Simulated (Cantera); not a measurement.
Feed: 1 mol SiC, 0.099 mol Si, 0.011 mol H2, at 2375 K and 6.10 mbar.

These are equilibrium values from Cantera (NASA tables, ideal gas, pure condensed phases), not measurements of a reactor. Candidate condensed phases: C, C6H6, C7H8, C8H18, Si, SiC; 87 gas species. Mutual solubility and eutectic melting of coexisting phases are not modelled. Gases not in the tables: Si2H6 and higher silanes. Rates play no part.

Base state: H2 0.533, Si 0.291, H 0.132, Si2C 0.0296, Si2 0.00638, SiH 0.00535, SiC2 0.00159, Si3 0.00116 (mole fractions); condensed: Si(l) + SiC(s).

Q: What changes in the equilibrium state with this change: 0.012 mol NH3 added?

A: 
| species | before | after |
|---|---|---|
| H2 | 0.533 | 0.440 |
| Si | 0.291 | 0.291 |
| H | 0.132 | 0.120 |
| N2 | 0 | 0.102 |
| Si2C | 0.0296 | 0.0296 |
| HCN | 0 | 0.00190 |
| SiN | 0 | 0.000892 |
| Si(l), mol | 0.0928 | 0.0794 |
| SiC(s), mol | 0.999 | 0.998 |
The tables' values for SiN are old estimates; treat these amounts as uncertain. Further candidate phases: Si3N4.
